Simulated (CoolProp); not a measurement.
CHF3 (R23) along the isobar 5260 kPa: density (kg/m³) from the reference equation and from simpler models built on Tc = 299.3 K, pc = 4832 kPa, ω = 0.263; each cubic takes its own stable root.

Values from CoolProp's reference Helmholtz-energy equation of state, Penoncello 2003.

```json
[
 {"T (K)": "224.4", "phase": "liquid", "reference": "1329"},
 {"T (K)": "256.9", "phase": "liquid", "reference": "1177"},
 {"T (K)": "289.5", "phase": "liquid", "reference": "938.8"},
 {"T (K)": "322", "phase": "supercritical", "reference": "223.2"},
 {"T (K)": "354.5", "phase": "supercritical", "reference": "163.5"},
 {"T (K)": "387", "phase": "supercritical", "reference": "136.2"},
 {"T (K)": "419.5", "phase": "supercritical", "reference": "118.9"},
 {"T (K)": "452.1", "phase": "supercritical", "reference": "106.4"}
]
```

Q: How far does each simpler model (van der Waals, Soave-Redlich-Kwong, Peng-Robinson) lie from the reference over these 8 states: mean and median of the absolute difference, and the worst?

A: 
- van der Waals: mean 17.2 %, median 3.9 %, worst -41.9 % at 224.4 K and 5260 kPa
- Soave-Redlich-Kwong: mean 8.3 %, median 3.6 %, worst -21.5 % at 289.5 K and 5260 kPa
- Peng-Robinson: mean 2.8 %, median 0.6 %, worst -12.2 % at 289.5 K and 5260 kPa
